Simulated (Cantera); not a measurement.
**Stirred combustor or abatement burner**

A perfectly stirred reactor is fed with 23.1 % CO, 8.96 % H2, 2.02 % CH4, 10.5 % O2, 39.5 % N2, 15.9 % H2O, equivalence ratio 1.9, at 760 Torr; it is adiabatic with a 575 K inlet, and is followed from long to short residence time, starting on the burning branch (τ in s: 0.13, 0.065, 0.033, 0.017, 0.0084, 0.0042, 0.0021, 0.0011, 0.00054, 0.00027, 0.00014, 7e-05, 3.5e-05).

Computed with Cantera and GRI-Mech 3.0 (53 species, 325 reactions).

```tsv
τ (s)	T (K)	x CO	x H2	x CH4	x HCO	x NO	x H2O
0.13	1975	0.143	0.0618	8.53e-6	9.03e-8	3.69e-5	0.246
0.065	1970	0.142	0.0617	9.11e-6	1.27e-7	4.24e-5	0.245
0.033	1963	0.142	0.0617	9.98e-6	1.80e-7	4.63e-5	0.245
0.017	1953	0.142	0.0616	1.14e-5	2.55e-7	4.78e-5	0.244
0.0084	1939	0.142	0.0615	1.40e-5	3.70e-7	4.62e-5	0.242
0.0042	1920	0.141	0.0615	1.83e-5	5.37e-7	4.16e-5	0.241
0.0021	1893	0.141	0.0614	2.55e-5	7.85e-7	3.50e-5	0.238
0.0011	1861	0.141	0.0613	3.73e-5	1.13e-6	2.81e-5	0.236
0.00054	1815	0.141	0.0609	6.12e-5	1.71e-6	2.09e-5	0.232
0.00027	1758	0.142	0.0601	0.000109	2.63e-6	1.48e-5	0.229
0.00014	1692	0.147	0.0580	0.000207	4.11e-6	9.96e-6	0.227
7.0e-5	1603	0.160	0.0534	0.000491	7.13e-6	5.53e-6	0.229
3.5e-5	575	0.231	0.0896	0.0202	<1e-12	<1e-12	0.159
```
x: mole fraction; the columns are a selection and need not sum to one.
